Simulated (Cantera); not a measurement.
# Equilibrium for carbon deposition, reforming and gasification: CH₄ + H₂O + N₂

Charge: 1 mol CH₄, 1.2 mol H₂O, 22 mol N₂, held at 0.0100 bar.

These are equilibrium values from Cantera (NASA tables, ideal gas, pure condensed phases), not measurements of a reactor. Candidate condensed phases: C, C₆H₆, C₇H₈, C₈H₁₈, H₂O; 136 gas species. Kinetics and transport are ignored.

| T (°C) | x N₂ | x H | x H₂ | x CO |
|---|---|---|---|---|
| 1877 | 0.834 | 0.0138 | 0.107 | 0.0374 |
| 1927 | 0.832 | 0.0182 | 0.105 | 0.0374 |
| 1977 | 0.830 | 0.0237 | 0.102 | 0.0373 |
| 2027 | 0.827 | 0.0303 | 0.0983 | 0.0371 |
| 2077 | 0.823 | 0.0382 | 0.0940 | 0.0370 |
| 2127 | 0.819 | 0.0475 | 0.0890 | 0.0368 |
| 2177 | 0.815 | 0.0580 | 0.0834 | 0.0366 |
| 2227 | 0.809 | 0.0698 | 0.0771 | 0.0364 |
| 2277 | 0.803 | 0.0827 | 0.0704 | 0.0362 |
| 2327 | 0.797 | 0.0965 | 0.0632 | 0.0359 |
| 2377 | 0.791 | 0.111 | 0.0559 | 0.0356 |
| 2427 | 0.784 | 0.125 | 0.0485 | 0.0354 |
x: gas mole fraction; nothing condenses.

From 1877 °C to 2427 °C nothing is condensed. The main C-bearing gas is CO throughout.
